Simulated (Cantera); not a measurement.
An adiabatic, constant-volume homogeneous reactor starts with H2 : O2 : N2 = 1 : 0.357 : 1.34 (molar parts), at 1600 K and 10.0 bar.

Cantera simulation using GRI-Mech 3.0 (53 species, 325 reactions); the numbers are that mechanism's predictions, not measurements. The hydrogen kinetics of GRI-Mech 3.0 are dated; newer H2 mechanisms differ, most at raised pressure. Above 3000 K some thermodynamic fits are extrapolated.

Question: Predict: time of steepest temperature rise; temperature at 0.400 s; equilibrium temperature; x(H2) at 0.400 s; x(O2) at 0.400 s; x(OH) at 0.400 s; x(O) at 0.400 s; x(H) at 0.400 s; x(NO) at 0.400 s; x(N2O) at 0.400 s.

Answer: 
```json
{
  "time_of_steepest_temperature_rise": "1.02 µs",
  "temperature at 0.400 s": "3283 K",
  "equilibrium_temperature": "3283 K",
  "x(H2) at 0.400 s": "0.129 (gas-phase equilibrium 0.129)",
  "x(O2) at 0.400 s": "0.00249 (gas-phase equilibrium 0.00249)",
  "x(OH) at 0.400 s": "0.0237 (gas-phase equilibrium 0.0237)",
  "x(O) at 0.400 s": "0.00321 (gas-phase equilibrium 0.00321)",
  "x(H) at 0.400 s": "0.0295 (gas-phase equilibrium 0.0295)",
  "x(NO) at 0.400 s": "0.00596 (gas-phase equilibrium 0.00596)",
  "x(N2O) at 0.400 s": "1.23e-6 (gas-phase equilibrium 1.23e-6)"
}
```
